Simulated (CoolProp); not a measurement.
Vapour-liquid equilibrium of propylene (1) + 1-butene (2) at 0.591 MPa; x and y are mole fractions of (1).

Computed with CoolProp (multi-fluid Helmholtz-energy mixture model, Lemmon 2013 and Lemmon 2005; pair parameters Bell 2016).

| x | bubble temperature (K) | y at the bubble point | dew temperature at overall composition x (K) | liquid density (mol/L) |
|---|---|---|---|---|
| 0.05 | 318.9 | 0.130 | 321.4 | 10.07 |
| 0.2 | 308.1 | 0.430 | 316.6 | 10.56 |
| 0.35 | 299.2 | 0.632 | 311.2 | 11.02 |
| 0.5 | 291.6 | 0.769 | 305.2 | 11.48 |
| 0.65 | 285.3 | 0.865 | 298.3 | 11.93 |
| 0.8 | 279.8 | 0.935 | 289.7 | 12.37 |
| 0.95 | 275.0 | 0.986 | 278.4 | 12.82 |

No azeotrope shows between x = 0.05 and 0.95.

Pair parameters are fitted to limited data, so mixtures are less certain than the pure fluids.
